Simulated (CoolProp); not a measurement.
A Linde-Hampson liquefier for carbon monoxide: isothermal reversible compression at 290 K from 1 atm to 30 MPa, throttling to 1 atm, return gas leaving the recuperator 10 K below the feed. Each further row changes one setting.

The numbers come from the reference Helmholtz-energy equation of state, Lemmon 2006 in CoolProp. It is a short technical equation, of lower accuracy than the large ones.

```
case                        liquid yield per pass  compression work (kJ/kg of gas)
--------------------------  ---------------------  -------------------------------
as stated                                   0.090                              490
high pressure 60 MPa                        0.081                              567
warm-end temperature 320 K                  0.062                              546
warm-end gap 15 K                           0.079                              490
```
